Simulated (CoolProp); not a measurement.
cis-2-butene along the isobar 87.1 bar: fugacity coefficient from the reference equation and from simpler models built on Tc = 435.8 K, pc = 42.36 bar, ω = 0.202; each cubic takes its own stable root.

Computed with CoolProp (reference Helmholtz-energy equation of state, Lemmon 2005). It is a short technical equation, of lower accuracy than the large ones.

| T (K) | phase | reference | van der Waals | Peng-Robinson |
|---|---|---|---|---|
| 386 | liquid | 0.2064 | 0.3090 | 0.2057 |
| 396.7 | liquid | 0.2404 | 0.3357 | 0.2396 |
| 407.4 | liquid | 0.2765 | 0.3626 | 0.2756 |
| 418.1 | liquid | 0.3144 | 0.3898 | 0.3132 |
| 428.8 | liquid | 0.3536 | 0.4171 | 0.3519 |
| 439.5 | supercritical | 0.3937 | 0.4442 | 0.3912 |
| 450.2 | supercritical | 0.4340 | 0.4711 | 0.4303 |
| 460.9 | supercritical | 0.4739 | 0.4976 | 0.4686 |
| 471.5 | supercritical | 0.5121 | 0.5233 | 0.5049 |
| 482.2 | supercritical | 0.5486 | 0.5485 | 0.5394 |
| 492.9 | supercritical | 0.5822 | 0.5728 | 0.5712 |
| 503.6 | supercritical | 0.6128 | 0.5961 | 0.6005 |
| 514.3 | supercritical | 0.6404 | 0.6182 | 0.6273 |
| 525 | supercritical | 0.6654 | 0.6390 | 0.6519 |
